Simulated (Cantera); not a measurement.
Cantera run:

```python
import numpy as np
import cantera as ct

gas_names = """
    Fe FeO Fe(OH)2 H HO2 H2 H2O H2O2 H2S H2SO4 O OH O2 O3 S SH SO SO2 SO3 S2 S2O S8
""".split()
cond_names = """
    Fe(a) Fe(c) Fe(d) Fe(L) FeO(s) FeO(L) Fe(OH)2(s) Fe(OH)3(s) FeS(a) FeS(b) FeS(c) FeS(L) FeSO4(s)
    FeS2(s) Fe2O3(s) Fe2S3O12(s) Fe3O4(s) H2O(s) H2O(L) H2SO4(L) S(cr1) S(cr2) S(L)
""".split()


# ... load() reads the species with a 1 bar reference pressure and builds the phases ...
atoms = {
    'FeS2': {'Fe': 1, 'S': 2},
    'H2S': {'H': 2, 'S': 1},
    'O2': {'O': 2},
}
top_T = {'FeSO4(s)': 950, 'FeS2(s)': 1010, 'Fe2O3(s)': 1830, 'Fe2S3O12(s)': 1100, 'Fe3O4(s)': 1870}  # K; cautious upper limits of use, not melting points


# ... equilibrate(T, P, feed) seeds the gas with the atoms and calls Mixture.equilibrate('TP', solver="vcs", rtol=1e-11, max_steps=5000) ...
results = []
T = 1573.15  # K
P = 13332.2  # Pa
for m in [0.094, 0.14, 0.21, 0.32, 0.48, 0.72, 1.1, 1.6, 2.4, 3.7]:
    feed = {'FeS2': 1, 'H2S': 0.44, 'O2': m}  # mol
    mix = equilibrate(T, P, feed)
    results.append((T, P, feed, dict(zip(mix.species_names, mix.species_moles))))

top = {s: max(r[3][s] / sum(r[3][g] for g in gas_names) for r in results) for s in gas_names}
cols = sorted((s for s in top if top[s] > 1e-05), key=lambda s: -top[s])[:8]
seen = [c for c in cond_names if any(r[3].get(c, 0) > 1e-12 for r in results)]
print("log10 of partial pressures in bar; condensed amounts in mol")
print(f"{'n(O2)':>10s}" + "".join(f"{s[:9]:>10s}" for s in cols + seen))
for T, P, feed, n in results:
    ng = sum(n[g] for g in gas_names)
    print(f"{feed['O2']:10.4g}" + "".join(f"{np.log10(max(n[s] / ng * P / 1e5, 1e-99)):10.3f}" for s in cols)
          + "".join(f"{n.get(c, 0):10.4g}" for c in seen))
```

It prints:

```
log10 of partial pressures in bar; condensed amounts in mol
     n(O2)       SO2        S2       H2O        H2        O2       H2S        SO       S2O    FeO(s)    FeS(L)  Fe3O4(s)
     0.094    -2.952    -1.106    -1.701    -1.724   -10.591    -1.863    -3.622    -3.613         0         1         0
      0.14    -2.510    -1.113    -1.584    -1.829   -10.146    -1.972    -3.403    -3.397         0         1         0
      0.21    -2.107    -1.134    -1.505    -1.956    -9.733    -2.109    -3.207    -3.212         0         1         0
      0.32    -1.771    -1.179    -1.462    -2.093    -9.374    -2.269    -3.050    -3.078         0         1         0
      0.48    -1.515    -1.258    -1.449    -2.228    -9.079    -2.443    -2.942    -3.009         0         1         0
      0.72    -1.308    -1.395    -1.458    -2.374    -8.803    -2.658    -2.872    -3.008         0         1         0
       1.1    -1.157    -1.597    -1.497    -2.539    -8.551    -2.924    -2.847    -3.084   0.08297     0.917         0
       1.6    -1.126    -1.576    -1.584    -2.636    -8.530    -3.011    -2.826    -3.052    0.5382    0.4618         0
       2.4    -1.049    -1.735    -1.674    -2.804    -8.374    -3.259    -2.828    -3.134         1         0         0
       3.7    -1.001   -14.747    -1.744    -6.152    -1.820   -13.112    -6.057   -12.869         0         0    0.3333
```

These are equilibrium values from Cantera (NASA tables, ideal gas, pure condensed phases), not measurements of a reactor. Metal and sulfide melt together well below either melting point, which pure phases cannot show. Mutual solubility and eutectic melting of coexisting phases are not modelled. The tables' stoichiometric FeO is somewhat more stable than real wüstite, so its field is too wide. FeO, FeS: taken at fixed stoichiometry.
